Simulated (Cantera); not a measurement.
A closed system holds: 1 mol SiCl₄, 11 mol N₂, 19 mol NH₃, at 2.50 mbar.

Method: chemical equilibrium by Gibbs-energy minimisation in Cantera with the NASA 1993 tables (ideal gas, pure condensed phases). Candidate condensed phases: NH₄Cl, Si, Si₃N₄; 28 gas species. Gases not in the tables: Si₂H₆ and higher silanes. The numbers say what is thermodynamically allowed, not how fast it happens.

What share of the Si ends up in condensed phases as a function of T (K), at 725, 825, 925, 1025, 1125, 1225, 1325, 1425, 1525, 1625, 1725, 1825?


```json
[
 {"T (K)": "725", "Si condensed (%)": "99.7", "as": "Si₃N₄(s)"},
 {"T (K)": "825", "Si condensed (%)": "99.9", "as": "Si₃N₄(s)"},
 {"T (K)": "925", "Si condensed (%)": "99.9", "as": "Si₃N₄(s)"},
 {"T (K)": "1025", "Si condensed (%)": "99.9", "as": "Si₃N₄(s)"},
 {"T (K)": "1125", "Si condensed (%)": "99.9", "as": "Si₃N₄(s)"},
 {"T (K)": "1225", "Si condensed (%)": "99.7", "as": "Si₃N₄(s)"},
 {"T (K)": "1325", "Si condensed (%)": "98.3", "as": "Si₃N₄(s)"},
 {"T (K)": "1425", "Si condensed (%)": "92.0", "as": "Si₃N₄(s)"},
 {"T (K)": "1525", "Si condensed (%)": "73.1", "as": "Si₃N₄(s)"},
 {"T (K)": "1625", "Si condensed (%)": "39.5", "as": "Si₃N₄(s)"},
 {"T (K)": "1725", "Si condensed (%)": "20.3", "as": "Si(l)"},
 {"T (K)": "1825", "Si condensed (%)": "16.2", "as": "Si(l)"}
]
```
